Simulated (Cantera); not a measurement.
An adiabatic, constant-volume homogeneous reactor starts with CH4 : C2H6 : O2 : N2 = 1 : 0.055 : 1.22 : 4.58 (molar parts), at 1525 K and 10.0 bar.

Cantera simulation using GRI-Mech 3.0 (53 species, 325 reactions); the numbers are that mechanism's predictions, not measurements.

Predict: time of steepest temperature rise; temperature at 0.200 s; equilibrium temperature; x(O2) at 0.200 s; x(H) at 0.200 s; x(NO) at 0.200 s.


```
Item                                                                   Value
---------------------------------  -----------------------------------------
time of steepest temperature rise                                    76.6 µs
temperature at 0.200 s                                                2976 K
equilibrium temperature                                               2976 K
x(O2) at 0.200 s                   0.000104 (gas-phase equilibrium 0.000104)
x(H) at 0.200 s                        0.0109 (gas-phase equilibrium 0.0109)
x(NO) at 0.200 s                   0.000888 (gas-phase equilibrium 0.000888)
```
